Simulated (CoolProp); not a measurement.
Dimethyl carbonate along the isobar 0.844 MPa: density (kg/m³) from the reference equation and from simpler models built on Tc = 557.0 K, pc = 4.909 MPa, ω = 0.346; each cubic takes its own stable root.

Computed with CoolProp (reference Helmholtz-energy equation of state, Zhou 2011).

```json
[
 {"T (K)": "299.7", "phase": "liquid", "reference": "1062", "van der Waals": "613.8", "Redlich-Kwong": "908.0", "Soave-Redlich-Kwong": "940.3"},
 {"T (K)": "309.7", "phase": "liquid", "reference": "1049", "van der Waals": "607.1", "Redlich-Kwong": "896.9", "Soave-Redlich-Kwong": "930.7"},
 {"T (K)": "319.6", "phase": "liquid", "reference": "1035", "van der Waals": "600.3", "Redlich-Kwong": "885.5", "Soave-Redlich-Kwong": "920.8"},
 {"T (K)": "329.6", "phase": "liquid", "reference": "1022", "van der Waals": "593.2", "Redlich-Kwong": "873.6", "Soave-Redlich-Kwong": "910.4"},
 {"T (K)": "339.6", "phase": "liquid", "reference": "1008", "van der Waals": "585.8", "Redlich-Kwong": "861.3", "Soave-Redlich-Kwong": "899.5"},
 {"T (K)": "349.6", "phase": "liquid", "reference": "994.4", "van der Waals": "578.2", "Redlich-Kwong": "848.5", "Soave-Redlich-Kwong": "888.1"},
 {"T (K)": "359.6", "phase": "liquid", "reference": "980.3", "van der Waals": "570.4", "Redlich-Kwong": "835.3", "Soave-Redlich-Kwong": "876.2"},
 {"T (K)": "369.5", "phase": "liquid", "reference": "966.2", "van der Waals": "562.2", "Redlich-Kwong": "821.6", "Soave-Redlich-Kwong": "863.8"},
 {"T (K)": "379.5", "phase": "liquid", "reference": "951.6", "van der Waals": "28.16", "Redlich-Kwong": "807.3", "Soave-Redlich-Kwong": "850.7"},
 {"T (K)": "389.5", "phase": "liquid", "reference": "936.8", "van der Waals": "27.13", "Redlich-Kwong": "792.3", "Soave-Redlich-Kwong": "836.9"},
 {"T (K)": "399.5", "phase": "liquid", "reference": "921.5", "van der Waals": "26.18", "Redlich-Kwong": "776.7", "Soave-Redlich-Kwong": "822.3"},
 {"T (K)": "409.5", "phase": "liquid", "reference": "905.9", "van der Waals": "25.31", "Redlich-Kwong": "760.3", "Soave-Redlich-Kwong": "806.9"},
 {"T (K)": "419.4", "phase": "liquid", "reference": "890.0", "van der Waals": "24.52", "Redlich-Kwong": "743.1", "Soave-Redlich-Kwong": "790.7"},
 {"T (K)": "429.4", "phase": "liquid", "reference": "873.4", "van der Waals": "23.77", "Redlich-Kwong": "24.67", "Soave-Redlich-Kwong": "773.3"}
]
```

At some of these states van der Waals, Redlich-Kwong gives the other phase, because its saturation line lies elsewhere.
